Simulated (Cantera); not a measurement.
## Thermodynamics of hydrogen reduction and annealing atmospheres, feed Fe3O4 + H2 + H2O

Input: 1 mol Fe3O4, 1.3 mol H2, 1.1 mol H2O, equilibrated at 61.0 Pa.

Cantera equilibrium calculation (NASA polynomials, part measured and part estimated; ideal gas, pure solids and liquids). Candidate condensed phases: Fe, FeO, Fe(OH)2, Fe(OH)3, Fe2O3, Fe3O4, H2O; 12 gas species. The tables' stoichiometric FeO is somewhat more stable than real wüstite, so its field is too wide. FeO: taken at fixed stoichiometry. Rates play no part.

| T (°C) | x H2O | x H2 | x H | x OH | x Fe | x Fe(OH)2 | n FeO(s) | n FeO(l) |
|---|---|---|---|---|---|---|---|---|
| 902 | 0.875 | 0.125 | 1.75e-6 | 8.56e-8 | 1.30e-9 | 2.51e-7 | 3.00 | 0 |
| 952 | 0.875 | 0.125 | 4.46e-6 | 2.84e-7 | 7.66e-9 | 5.35e-7 | 3.00 | 0 |
| 1002 | 0.875 | 0.125 | 1.06e-5 | 8.59e-7 | 3.90e-8 | 1.07e-6 | 3.00 | 0 |
| 1052 | 0.875 | 0.125 | 2.34e-5 | 2.39e-6 | 1.75e-7 | 2.03e-6 | 3.00 | 0 |
| 1102 | 0.875 | 0.125 | 4.90e-5 | 6.18e-6 | 6.99e-7 | 3.68e-6 | 3.00 | 0 |
| 1152 | 0.875 | 0.125 | 9.76e-5 | 1.49e-5 | 2.53e-6 | 6.39e-6 | 3.00 | 0 |
| 1202 | 0.875 | 0.125 | 0.000186 | 3.41e-5 | 8.34e-6 | 1.07e-5 | 3.00 | 0 |
| 1252 | 0.875 | 0.125 | 0.000338 | 7.36e-5 | 2.54e-5 | 1.72e-5 | 3.00 | 0 |
| 1302 | 0.874 | 0.125 | 0.000594 | 0.000151 | 7.16e-5 | 2.69e-5 | 3.00 | 0 |
| 1352 | 0.874 | 0.124 | 0.00101 | 0.000298 | 0.000189 | 4.09e-5 | 3.00 | 0 |
| 1402 | 0.873 | 0.124 | 0.00165 | 0.000564 | 0.000456 | 5.89e-5 | 0 | 3.00 |
x: gas mole fraction; n: condensed amount in mol.

From 902 °C to 1352 °C the condensed part is FeO(s). At 1402 °C the condensed part is FeO(l). The main Fe-bearing gas is Fe(OH)2 at 902 °C and Fe at 1402 °C.
